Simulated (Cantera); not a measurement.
# Formation from one mole of S₂

Standard-state values (1 bar) from the NASA 1993 polynomials, evaluated with Cantera. Values are per mole of reaction as written; species without (g) are pure solids or liquids, kept so even where they would boil at 1 bar.

2 Pb + S₂(g) = 2 PbS(g)

| T (K) | ΔH° (kJ) | ΔS° (J/K) | ΔG° (kJ) | log10 K |
|---|---|---|---|---|
| 300 | 135.2 | 144.8 | 91.7 | -15.97 |
| 350 | 134.4 | 142.4 | 84.5 | -12.62 |
| 375 | 133.9 | 141.2 | 81.0 | -11.28 |
| 400 | 133.5 | 140.1 | 77.5 | -10.12 |
| 425 | 133.1 | 139.0 | 74.0 | -9.09 |
| 450 | 132.6 | 138.0 | 70.5 | -8.19 |
| 475 | 132.2 | 137.0 | 67.1 | -7.38 |
| 500 | 131.7 | 136.0 | 63.7 | -6.65 |
| 525 | 131.2 | 135.0 | 60.3 | -6.00 |
| 550 | 130.7 | 134.1 | 56.9 | -5.41 |

1.5 Ni + S₂(g) = 0.5 Ni₃S₄

| T (K) | ΔH° (kJ) | ΔS° (J/K) | ΔG° (kJ) | log10 K |
|---|---|---|---|---|
| 300 | -278.9 | -179.8 | -225.0 | 39.18 |
| 350 | -278.4 | -178.1 | -216.1 | 32.24 |
| 375 | -278.1 | -177.3 | -211.6 | 29.48 |
| 400 | -277.8 | -176.5 | -207.2 | 27.06 |
| 425 | -277.5 | -175.7 | -202.8 | 24.92 |
| 450 | -277.1 | -174.9 | -198.4 | 23.03 |
| 475 | -276.7 | -174.1 | -194.0 | 21.34 |
| 500 | -276.3 | -173.3 | -189.7 | 19.82 |
| 525 | -275.9 | -172.5 | -185.4 | 18.44 |
| 550 | -275.5 | -171.7 | -181.1 | 17.20 |

2 H₂(g) + S₂(g) = 2 H₂S(g)

```csv
T (K),ΔH° (kJ),ΔS° (J/K),ΔG° (kJ),log10 K
300,-169.4,-78.3,-146.0,25.41
350,-170.5,-81.6,-142.0,21.19
375,-171.1,-83.2,-139.9,19.49
400,-171.6,-84.5,-137.8,18.00
425,-172.2,-85.8,-135.7,16.68
450,-172.7,-87.0,-133.5,15.50
475,-173.2,-88.1,-131.3,14.44
500,-173.7,-89.1,-129.1,13.49
525,-174.1,-90.0,-126.9,12.62
550,-174.6,-90.9,-124.6,11.83
```

2 Ca + S₂(g) = 2 CaS

```
T (K)  ΔH° (kJ)  ΔS° (J/K)  ΔG° (kJ)  log10 K
-----  --------  ---------  --------  -------
300     -1074.8     -200.1   -1014.8   176.69
350     -1074.3     -198.5   -1004.8   149.96
375     -1074.0     -197.7    -999.9   139.27
400     -1073.8     -197.1    -994.9   129.92
425     -1073.5     -196.5    -990.0   121.68
450     -1073.3     -195.9    -985.1   114.35
475     -1073.0     -195.4    -980.2   107.79
500     -1072.8     -195.0    -975.3   101.89
525     -1072.6     -194.5    -970.5    96.56
550     -1072.4     -194.2    -965.6    91.70
```
